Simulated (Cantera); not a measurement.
Gas mixture: H₂ = 0.071 (molar parts), at 0.00780 bar, frozen composition.

Cantera's kinetic-theory transport with the Lennard-Jones parameters of GRI-Mech 3.0, ideal gas; thermal conductivity in the mixture-averaged form.

One state of this run: ρ (kg/m³) = 0.000189; cp (J/kg/K) = 14960; μ (µPa s) = 19.7; λ (mW/m/K) = 428; Pr = 0.687; D (cm²/s) OH = 1050; D (cm²/s) H = 2130; D (cm²/s) N₂ = 760. D: mixture-averaged diffusion coefficient of that species in the mixture.

Task: Which value of T (K) does it belong to?
A. 1000
B. 800
C. 600
D. 400

Result: A, 1000
